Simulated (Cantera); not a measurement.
Input: 1 mol Si3N4, 0.95 mol N2O, 2.5 mol H2, equilibrated at 750 Torr.

These are equilibrium values from Cantera (NASA tables, ideal gas, pure condensed phases), not measurements of a reactor. Candidate condensed phases: H2O, Si, SiO2, Si2N2O, Si3N4; 35 gas species. Mutual solubility and eutectic melting of coexisting phases are not modelled. Rates play no part. All values below are at 1052 °C.

Base state: H2 0.664, N2 0.336, NH3 3.53e-5 (mole fractions); condensed: Si2N2O(s) + Si3N4(s).

Q: What changes in the equilibrium state with this change: Si3N4 replaced by SiC?

A: 
```
species               before     after
-------------------  -------  --------
H2                     0.664     0.780
N2                     0.336     0.176
CO                         0    0.0393
CH4                        0   0.00409
HCN                        0   9.67e-5
H2O                  9.21e-9  0.000221
NH3                  3.53e-5   3.25e-5
Si2N2O(s), mol         0.950     0.392
Si3N4(s), mol          0.367         0
C(graphite), mol           0     0.862
SiO2(β-quartz), mol        0     0.216
```
The tables hold silica as quartz up to 1696 K and as liquid above; real silica turns to tridymite and cristobalite and melts near 1996 K. Further candidate phases: C, C6H6, C7H8, C8H18, SiC.

Q: What changes in the equilibrium state with this change: N2O from 0.95 to 0.16 mol?

A: 
```tsv
species	before	after
H2	0.664	0.921
N2	0.336	0.0786
NH3	3.53e-5	2.79e-5
Si2N2O(s), mol	0.950	0.160
Si3N4(s), mol	0.367	0.893
```
